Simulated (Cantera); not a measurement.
Boron, boron nitride and boron oxide: BF3 + H2O + H2

Feed: 1 mol BF3, 3.7 mol H2O, 11 mol H2, equilibrated at 0.00710 bar.

These are equilibrium values from Cantera (NASA tables, ideal gas, pure condensed phases), not measurements of a reactor. Candidate condensed phases: B, B2O3, B3O3H3, H2O; 43 gas species. Gases not in the tables: H3BO3. Rates play no part.

```tsv
T (°C)	x H2	x H2O	x HF	x BOF	x BF3	x HBO2	n B2O3(l)
777	0.686	0.168	0.124	0.00102	0.0186	0.000345	0.287
852	0.683	0.162	0.134	0.00389	0.0144	0.00127	0.298
927	0.678	0.157	0.138	0.0121	0.0102	0.00391	0.253
1002	0.668	0.153	0.132	0.0300	0.00596	0.0105	0.0952
1077	0.660	0.149	0.130	0.0419	0.00246	0.0152	0
1152	0.659	0.147	0.134	0.0432	0.000907	0.0156	0
1227	0.659	0.146	0.135	0.0434	0.000349	0.0160	0
1302	0.658	0.145	0.136	0.0432	0.000145	0.0163	0
```
x: gas mole fraction; n: condensed amount in mol.

From 777 °C to 1002 °C the condensed part is B2O3(l). From 1077 °C to 1302 °C nothing is condensed.
